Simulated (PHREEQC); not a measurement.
Dissolve 1.1 mol H2SO4 per kg of water at 25 °C. Closed to the air; pH follows from the charge balance.

The numbers come from PHREEQC with the Pitzer model, pitzer.dat.

This is a speciation only: nothing precipitates in the calculation.

Problem. Predict the pH, ionic strength, activity of water.

Solution. pH -0.16; ionic strength 1.63 mol/kgw; activity of water 0.957.

Problem. In which forms is S present?

Solution. HSO4- 76 %, SO4-2 24 % of the S.

In brines, pH and single-ion activities rest on the MacInnes convention.
